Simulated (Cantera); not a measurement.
Feed: 1 mol FeCl3, 3.3 mol O2, 420 mol N2, equilibrated at 1625 °C and 56.0 mbar.

Cantera equilibrium calculation (NASA polynomials, part measured and part estimated; ideal gas, pure solids and liquids). Candidate condensed phases: Fe, FeCl2, FeCl3, FeO, Fe2O3, Fe3O4; 19 gas species. Rates play no part.

Base state: N2 0.987, O2 0.00711, Cl 0.00238, FeCl2 0.00234, NO 0.00117, O 0.000105 (mole fractions); condensed: gas only.

Problem. What changes in the equilibrium state with this change: O2 from 3.3 to 1.4 mol?

Solution. 
```json
[
 {"species": "N2", "before": "0.987", "after": "0.992"},
 {"species": "O2", "before": "0.00711", "after": "0.00289"},
 {"species": "Cl", "before": "0.00238", "after": "0.00238"},
 {"species": "NO", "before": "0.00117", "after": "0.000751"},
 {"species": "FeCl2", "before": "0.00234", "after": "0.00235"},
 {"species": "O", "before": "0.000105", "after": "6.68e-5"}
]
```
